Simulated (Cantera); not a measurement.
What does this Cantera script print?

```python
import numpy as np
import cantera as ct

gas_names = """
    NO2 N2O VO2 NO
""".split()
cond_names = """
    V2O3(s) V2O3(L) V(cr) V(L) VN(s)
""".split()


# ... load() reads the species with a 1 bar reference pressure and builds the phases ...
species = {s.name: s for s in load("nasa_gas.yaml", gas_names) + load("nasa_condensed.yaml", cond_names)}
# Each term lists the table entries of one substance; the one whose range holds T is used.
reactions = {
    '2 NO2(g) + 3 V2O3 = N2O(g) + 6 VO2(g)':
        [(-2, ['NO2']), (-3, ['V2O3(s)', 'V2O3(L)']), (1, ['N2O']), (6, ['VO2'])],
    '3 NO(g) + 5 V = 3 VN + V2O3':
        [(-3, ['NO']), (-5, ['V(cr)', 'V(L)']), (3, ['VN(s)']), (1, ['V2O3(s)', 'V2O3(L)'])],
}


def pick(names, T):
    return next(species[n] for n in names if species[n].thermo.min_temp <= T <= species[n].thermo.max_temp)


results = []
for label, terms in reactions.items():
    print(label)
    print("     T/K   dH/kJ  dS/(J/K)   dG/kJ   log10 K")
    for T in [300, 1323, 1373, 1423, 1473, 1523, 1573, 1623]:
        used = [(nu, pick(names, T)) for nu, names in terms]
        dH = sum(nu * s.thermo.h(T) for nu, s in used) / 1e6
        dS = sum(nu * s.thermo.s(T) for nu, s in used) / 1e3
        dG = dH - T * dS / 1e3
        logK = -dG * 1e6 / (ct.gas_constant * T * np.log(10))
        results.append((label, T, dH, dS, dG, logK, [s.name for _, s in used]))
        print(f"{T:8g} {dH:8.1f} {dS:8.1f} {dG:8.1f} {logK:8.2f}")
```

Result:

```
2 NO2(g) + 3 V2O3 = N2O(g) + 6 VO2(g)
     T/K   dH/kJ  dS/(J/K)   dG/kJ   log10 K
     300   2273.6   1036.2   1962.7  -341.74
    1323   2147.8    863.1   1005.9   -39.71
    1373   2139.9    857.3    962.9   -36.63
    1423   2131.8    851.5    920.2   -33.78
    1473   2123.5    845.7    877.8   -31.13
    1523   2115.0    840.1    835.6   -28.66
    1573   2106.3    834.4    793.8   -26.36
    1623   2097.3    828.8    752.2   -24.21
3 NO(g) + 5 V = 3 VN + V2O3
     T/K   dH/kJ  dS/(J/K)   dG/kJ   log10 K
     300  -2144.0   -566.9  -1974.0   343.69
    1323  -2102.1   -512.3  -1424.4    56.24
    1373  -2099.7   -510.5  -1398.8    53.22
    1423  -2097.2   -508.7  -1373.3    50.41
    1473  -2094.8   -507.0  -1347.9    47.80
    1523  -2092.3   -505.4  -1322.6    45.36
    1573  -2089.9   -503.8  -1297.4    43.08
    1623  -2087.4   -502.3  -1272.2    40.95
```

Cantera with NASA thermochemical tables; ideal gases at 1 bar, condensed phases pure. VN: taken at fixed stoichiometry. Condensed species are held in their standard states even where they would react or evaporate.
